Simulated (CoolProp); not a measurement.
Aqueous ammonia as a coolant, 8 % by mass, freezing at -10.4 °C, 1 atm.

The numbers come from the Melinder's fits for secondary coolants in CoolProp.

```tsv
T (°C)	density (kg/m³)	cp (kJ/(kg K))	conductivity (W/(m K))	Prandtl number
-5.9	969.9	4.226	0.496	20.7
-0	969.4	4.216	0.508	16.2
5.8	968.5	4.207	0.519	13.2
11.7	967.3	4.199	0.528	11.0
17.5	965.8	4.193	0.538	9.30
23.4	964.0	4.190	0.548	7.87
29.2	962.0	4.190	0.559	6.62
```
